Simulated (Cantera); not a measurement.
Feed: 1 mol Al, 4.1 mol Cl₂, at 500 °C and 10.0 mbar.

Method: chemical equilibrium by Gibbs-energy minimisation in Cantera with the NASA 1993 tables (ideal gas, pure condensed phases). Candidate condensed phases: Al, AlCl₃; 8 gas species. The numbers say what is thermodynamically allowed, not how fast it happens.

Base state: Cl₂ 0.725, AlCl₃ 0.270, Al₂Cl₆ 0.00452, Cl 4.18e-5 (mole fractions); condensed: gas only.

What changes in the equilibrium state with this change: pressure from 10.0 mbar to 1.00 bar?


```csv
species,before,after
Cl₂,0.725,0.788
AlCl₃,0.270,0.121
Al₂Cl₆,0.00452,0.0910
Cl,4.18e-5,4.36e-6
```

What changes in the equilibrium state with this change: Cl₂ from 4.1 to 0.61 mol?


```tsv
species	before	after
AlCl₃	0.270	0.943
Al₂Cl₆	0.00452	0.0552
AlCl	<1e-9	0.000913
Cl₂	0.725	<1e-9
AlCl₂	<1e-9	0.000690
Cl	4.18e-5	<1e-9
Al(s), mol	0	0.593
```
The tables' values for AlCl₂ are old estimates; treat these amounts as uncertain.
